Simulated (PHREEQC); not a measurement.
HCl is added in steps, without added water, to 1 kg of water holding 0.0011 mol/kgw NaCl, 0.0015 mol/kgw Na2S and 0.0032 mol/kgw ZnCl2, at 25 °C. The system is closed to oxygen. No CO2 enters from the air. The run lets Halite, Zn(OH)2(e), Sphalerite precipitate or redissolve, and no other solid.

Base run: PHREEQC, ion-association model, phreeqc.dat. Each further column changes one thing. The table gives S in solution (mol/kgw).

```json
[
 {"HCl added (mol)": "0", "base": "3.85e-12", "0.001 mol/kgw Na2CO3 added": "4.38e-12", "temperature from 25 to 75 °C": "(withheld)", "diluted 2-fold with water": "4.19e-12"},
 {"HCl added (mol)": "0.0039", "base": "2.46e-7", "0.001 mol/kgw Na2CO3 added": "5.85e-8", "temperature from 25 to 75 °C": "8.49e-7", "diluted 2-fold with water": "4.69e-7"},
 {"HCl added (mol)": "0.00975", "base": "1.62e-6", "0.001 mol/kgw Na2CO3 added": "(withheld)", "temperature from 25 to 75 °C": "5.79e-6", "diluted 2-fold with water": "3.11e-6"},
 {"HCl added (mol)": "0.0156", "base": "4.32e-6", "0.001 mol/kgw Na2CO3 added": "(withheld)", "temperature from 25 to 75 °C": "1.59e-5", "diluted 2-fold with water": "8.31e-6"},
 {"HCl added (mol)": "0.0195", "base": "6.92e-6", "0.001 mol/kgw Na2CO3 added": "5.58e-6", "temperature from 25 to 75 °C": "2.58e-5", "diluted 2-fold with water": "1.33e-5"},
 {"HCl added (mol)": "0.0234", "base": "1.02e-5", "0.001 mol/kgw Na2CO3 added": "8.52e-6", "temperature from 25 to 75 °C": "3.85e-5", "diluted 2-fold with water": "1.95e-5"},
 {"HCl added (mol)": "0.02925", "base": "1.64e-5", "0.001 mol/kgw Na2CO3 added": "1.42e-5", "temperature from 25 to 75 °C": "6.28e-5", "diluted 2-fold with water": "(withheld)"},
 {"HCl added (mol)": "0.0351", "base": "2.41e-5", "0.001 mol/kgw Na2CO3 added": "2.15e-5", "temperature from 25 to 75 °C": "9.35e-5", "diluted 2-fold with water": "4.54e-5"},
 {"HCl added (mol)": "0.039", "base": "3.02e-5", "0.001 mol/kgw Na2CO3 added": "2.73e-5", "temperature from 25 to 75 °C": "0.000118", "diluted 2-fold with water": "5.64e-5"}
]
```

Problem. Complete the blanks.

Solution. 
- 0, temperature from 25 to 75 °C: 7.94e-11
- 0.00975, 0.001 mol/kgw Na2CO3 added: 1.02e-6
- 0.0156, 0.001 mol/kgw Na2CO3 added: 3.29e-6
- 0.02925, diluted 2-fold with water: 3.11e-5

 Away from 25 °C the constants follow the database's enthalpies or fits; those with neither stay at their 25 °C values. Solids allowed in the column '0.001 mol/kgw Na2CO3 added': Halite, Zn(OH)2(e), Smithsonite, Sphalerite.
